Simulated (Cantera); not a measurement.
Charge: 1 mol Si₃N₄, 0.0024 mol Si, 0.033 mol N₂, at 2500 °C.

Equilibrium computed with Cantera from the NASA thermochemical tables; the gas is ideal and each condensed phase is pure. Candidate condensed phases: Si, Si₃N₄; 7 gas species. Rates play no part.

**Question.** What share of the Si ends up in condensed phases as a function of P (Pa), at 1, 10, 100, 1000, 10000, 100000, 1000000?

**Answer.** 
```csv
P (Pa),Si condensed (%),as
1,0.0,-
10,0.0,-
100,0.0,-
1000,0.0,-
10000,66.3,Si(l)
100000,97.4,Si(l)
1000000,99.7,Si(l)
```
